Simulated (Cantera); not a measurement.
Charge: 1 mol CuO, 830 mol H₂, 0.23 mol H₂O, held at 1950 K and 12.0 Pa.

Method: chemical equilibrium by Gibbs-energy minimisation in Cantera with the NASA 1993 tables (ideal gas, pure condensed phases). Candidate condensed phases: Cu, CuO, Cu(OH)₂, Cu₂O, H₂O; 12 gas species. Kinetics and transport are ignored.

Base state: H₂ 0.898, H 0.0992, H₂O 0.00139, Cu 0.00114, OH 1.39e-5 (mole fractions); condensed: gas only.

What changes in the equilibrium state with this change: CuO replaced by Ta₂O₅?


| species | before | after |
|---|---|---|
| H₂ | 0.898 | 0.897 |
| H | 0.0992 | 0.0991 |
| TaO₂ | 0 | 0.00199 |
| Cu | 0.00114 | 0 |
| TaO | 0 | 0.000298 |
| OH | 1.39e-5 | 1.69e-5 |
Further candidate phases: Ta, Ta₂O₅.

What changes in the equilibrium state with this change: temperature from 1950 K to 1748 K?


```csv
species,before,after
H₂,0.898,0.977
H,0.0992,0.0206
H₂O,0.00139,0.00146
Cu,0.00114,0.00119
OH,1.39e-5,1.80e-6
```
